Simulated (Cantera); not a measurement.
An adiabatic, constant-pressure homogeneous reactor starts with CH4 : O2 : N2 = 1 : 3.08 : 26.8 (molar parts), equivalence ratio 0.65, at 1600 K and 1.00 atm. Integrator tolerance rtol = 1e-08.

Detailed kinetics in Cantera: GRI-Mech 3.0 (53 species, 325 reactions).

```
quantity                                                          before                                  after
---------------------------------  -------------------------------------  -------------------------------------
time of steepest temperature rise                               0.772 ms                                 1.26 s
temperature at 6.00 s                                             2247 K                                 1746 K
equilibrium temperature                                           2247 K                                 1743 K
x(CH4) at 6.00 s                   <1e-12 (gas-phase equilibrium <1e-12)  <1e-12 (gas-phase equilibrium <1e-12)
x(O2) at 6.00 s                    0.0320 (gas-phase equilibrium 0.0320)  0.0349 (gas-phase equilibrium 0.0342)
x(CH3) at 6.00 s                   <1e-12 (gas-phase equilibrium <1e-12)  <1e-12 (gas-phase equilibrium <1e-12)
x(CH2O) at 6.00 s                  <1e-12 (gas-phase equilibrium <1e-12)  <1e-12 (gas-phase equilibrium <1e-12)
x(CO2) at 6.00 s                   0.0309 (gas-phase equilibrium 0.0309)  0.0324 (gas-phase equilibrium 0.0324)
```

Question: Which change was made?
(A) pressure from 1.00 atm to 6.12 atm
(B) O2 3.08 to 1.3 parts
(C) initial temperature 1600 to 1025 K
(D) pressure from 1.00 atm to 0.415 atm

Answer: C, initial temperature 1600 to 1025 K
